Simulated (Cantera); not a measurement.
An adiabatic, constant-volume homogeneous reactor starts with CH₄ : O₂ : N₂ = 1 : 3.23 : 12.1 (molar parts), equivalence ratio 0.62, at 1723 K and 760 Torr.

Cantera simulation using GRI-Mech 3.0 (53 species, 325 reactions); the numbers are that mechanism's predictions, not measurements.

One state of this run: T (K) = 2785; P (bar) = 1.68; x CH₄ = <1e-12; x O₂ = 0.0665; x N₂O = 1.33e-6; x HCN = 2.56e-10; x NO₂ = 9.60e-6. x: mole fraction; the columns are a selection and need not sum to one.

Which value of t (s) does it belong to?
A. 7.00
B. 1.00e-6
C. 1.76e-5
D. 0.00129

A, 7.00
